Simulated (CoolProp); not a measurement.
Vapour-liquid equilibrium of CH2F2 (R32) (1) + R142b (2) at 218.6 K; x and y are mole fractions of (1).

Values from CoolProp's multi-fluid Helmholtz-energy mixture model, Tillner-Roth 1997 and Lemmon 2006; pair parameters Bell 2016.

| x | bubble pressure, mixture model (MPa) | bubble pressure, Raoult's law (MPa) | y, mixture model | y, Raoult's law |
|---|---|---|---|---|
| 0.05 | 0.01577 | 0.01402 | [?] | 0.311 |
| 0.125 | 0.02424 | 0.01980 | 0.629 | 0.551 |
| 0.2 | [?] | 0.02558 | 0.744 | 0.682 |
| 0.275 | 0.04012 | 0.03136 | 0.810 | 0.765 |
| 0.35 | 0.04705 | 0.03713 | 0.851 | 0.822 |
| 0.425 | 0.05320 | 0.04291 | [?] | 0.864 |
| 0.5 | 0.05860 | 0.04869 | 0.901 | 0.896 |
| 0.575 | 0.06338 | 0.05447 | [?] | 0.921 |
| 0.65 | 0.06769 | 0.06025 | 0.932 | 0.941 |
| 0.725 | 0.07172 | 0.06603 | 0.945 | 0.958 |
| 0.8 | 0.07566 | 0.07180 | 0.957 | 0.972 |
| 0.875 | 0.07971 | 0.07758 | 0.971 | 0.984 |
| 0.95 | 0.08406 | 0.08336 | 0.987 | 0.994 |

Q: Some entries are withheld; supply them.

A: 
- 0.05, y, mixture model: 0.384
- 0.2, bubble pressure, mixture model (MPa): 0.03246
- 0.425, y, mixture model: 0.880
- 0.575, y, mixture model: 0.918

The largest gap from Raoult's law is +27.9 % in bubble pressure, at x = 0.275. No azeotrope shows between x = 0.05 and 0.95.

The pair parameters rest on a limited set of measurements; away from them the model extrapolates.
